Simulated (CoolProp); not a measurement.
The fluid at 298.15 K and 0.362 MPa flows at 13 m/s in a round tube of 100 mm bore and 15 µm roughness, fully developed (64/Re and Nu = 3.66 if laminar; Colebrook and Gnielinski if turbulent). The same conditions are run with several fluids, on thermodynamics alone (safety and materials aside).

Model: reference Helmholtz-energy equation of state of each fluid (CH2F2 (R32): Tillner-Roth 1997; R22: Kamei 1995; dry air: Lemmon 2000; methane: Setzmann 1991; oxygen: Schmidt 1985), in CoolProp. Blends and air are pseudo-pure fits.

```csv
fluid,Reynolds number,Darcy friction factor,pressure drop (Pa/m),heat-transfer coefficient (W/(m² K)),mass flow (kg/h)
CH2F2 (R32),773000,0.0144,…,177,2920
R22,1260000,0.0139,157,225,4910
dry air,298000,0.0159,56.8,…,…
methane,273000,…,32.0,154,867
oxygen,…,0.0159,62.9,125,1720
```

Problem. Some entries are withheld; supply them.

Solution. 
- CH2F2 (R32), pressure drop (Pa/m): 96.7
- dry air, heat-transfer coefficient (W/(m² K)): 124
- dry air, mass flow (kg/h): 1560
- methane, Darcy friction factor: 0.0161
- oxygen, Reynolds number: 295000

Transport values come from each fluid's own correlations; those of CH2F2 (R32), R22 are estimates that may be off by 10 % or more.
